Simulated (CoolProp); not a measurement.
Vapour pressure (bar) of sulfur hexafluoride: the reference equation beside estimates from Tc = 318.7 K, pc = 37.55 bar, ω = 0.210. Clausius-Clapeyron is anchored at 261.7 K with a constant enthalpy of vaporisation of 13.37 kJ/mol.

Values from CoolProp's reference Helmholtz-energy equation of state, Guder 2009.

```tsv
T (K)	reference	Lee-Kesler	Clausius-Clapeyron	van der Waals	Redlich-Kwong
236.9	3.928	4.003	4.729	10.15	5.341
241	4.562	4.646	5.308	11.03	6.097
245.1	5.270	5.363	5.935	11.96	6.925
249.3	6.077	6.178	6.628	12.96	7.851
253.4	6.950	7.059	7.358	13.99	8.834
257.5	7.913	8.028	8.140	15.06	9.900
261.7	8.998	9.118	8.998	16.22	11.08
265.8	10.16	10.28	9.893	17.40	12.32
270	11.46	11.59	10.87	18.66	13.69
274.1	12.85	12.97	11.88	19.95	15.12
278.2	14.35	14.47	12.96	21.29	16.64
282.4	16.03	16.14	14.12	22.72	18.31
286.5	17.80	17.91	15.32	24.17	20.04
290.7	19.76	19.86	16.61	25.71	21.93
```

Absolute difference from the reference over all 14 rows, mean and median: Lee-Kesler 1.2 and 1.3 %, Clausius-Clapeyron 9.6 and 9.4 %, van der Waals 82.7 and 75.8 %, Redlich-Kwong 22.7 and 22.2 %.
